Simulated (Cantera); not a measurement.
Charge: 1 mol MgCO3, 0.36 mol CO2, 0.17 mol H2, equilibrated at 240000 Pa.

Equilibrium computed with Cantera from the NASA thermochemical tables; the gas is ideal and each condensed phase is pure. Candidate condensed phases: C, C6H6, C7H8, C8H18, H2O, Mg, MgCO3, MgO, Mg(OH)2; 116 gas species. The numbers say what is thermodynamically allowed, not how fast it happens. All values below are at 1873 K.

Base state: CO2 0.781, CO 0.108, H2O 0.107, H2 0.00360, OH 5.79e-5, H 2.50e-5 (mole fractions); condensed: MgO(s).

Question: What changes in the equilibrium state with this change: H2 from 0.17 to 0.9 mol?

Answer: 
| species | before | after |
|---|---|---|
| CO | 0.108 | 0.314 |
| H2O | 0.107 | 0.314 |
| CO2 | 0.781 | 0.287 |
| H2 | 0.00360 | 0.0838 |
| H | 2.50e-5 | 0.000121 |
| OH | 5.79e-5 | 3.51e-5 |
| MgO(s), mol | 1.000 | 1.000 |
